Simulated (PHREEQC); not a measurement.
A solution holds 5.7 mmol/kgw MgCl2 and 10 mmol/kgw Na2SO4, at 20 °C. Closed to the air; pH follows from the charge balance.

Model: ion-association model, wateq4f.dat, run in PHREEQC.

### Question
The ionic strength comes out as 0.0397 mol/kgw. What activity coefficients do SO4-2, Mg+2, Cl-, NaSO4-, Na+ get?

### Answer
SO4-2 0.50, Mg+2 0.51, Cl- 0.83, NaSO4- 0.84, Na+ 0.84.

No solid was allowed to form.
